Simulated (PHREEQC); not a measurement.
Solution (75 °C): 0.0016 mol/kgw HF, 0.00089 mol/kgw KF and 5.7e-05 mol/kgw H2SO4. Closed to the air; pH follows from the charge balance.

Model: ion-association model, phreeqc.dat, run in PHREEQC.

Each row changes one thing in this solution. Precipitation was switched off in this run.

```json
[
 {"case": "as made", "pH": "3.49", "ionic strength (mol/kgw)": "0.00128", "HF (mol/kgw)": "0.00137", "F- (mol/kgw)": "0.00111", "SO4-2 (mol/kgw)": "5.14e-5", "HF2- (mol/kgw)": "6.58e-6"},
 {"case": "KF left out", "pH": "3.24", "ionic strength (mol/kgw)": "0.000647", "HF (mol/kgw)": "0.00110", "F- (mol/kgw)": "[?]", "SO4-2 (mol/kgw)": "4.82e-5", "HF2- (mol/kgw)": "[?]"},
 {"case": "H2SO4 from 5.7e-05 to 5.7e-06 mol/kgw", "pH": "3.54", "ionic strength (mol/kgw)": "0.00120", "HF (mol/kgw)": "0.00130", "F- (mol/kgw)": "0.00117", "SO4-2 (mol/kgw)": "5.19e-6", "HF2- (mol/kgw)": "6.64e-6"},
 {"case": "diluted 2-fold with water", "pH": "3.61", "ionic strength (mol/kgw)": "0.000723", "HF (mol/kgw)": "0.000602", "F- (mol/kgw)": "0.000640", "SO4-2 (mol/kgw)": "2.63e-5", "HF2- (mol/kgw)": "1.67e-6"},
 {"case": "diluted 10-fold with water", "pH": "4.00", "ionic strength (mol/kgw)": "[?]", "HF (mol/kgw)": "6.99e-5", "F- (mol/kgw)": "[?]", "SO4-2 (mol/kgw)": "5.51e-6", "HF2- (mol/kgw)": "5.43e-8"},
 {"case": "KF replaced by KBr at the same molality", "pH": "3.24", "ionic strength (mol/kgw)": "0.00154", "HF (mol/kgw)": "0.00110", "F- (mol/kgw)": "0.000498", "SO4-2 (mol/kgw)": "4.81e-5", "HF2- (mol/kgw)": "2.37e-6"}
]
```

Question: What belongs in the gaps?

Answer: 
- KF left out, F- (mol/kgw): 0.000491
- KF left out, HF2- (mol/kgw): 2.35e-6
- diluted 10-fold with water, ionic strength (mol/kgw): 0.000196
- diluted 10-fold with water, F- (mol/kgw): 0.000179

Constants without temperature data keep their 25 °C values here.
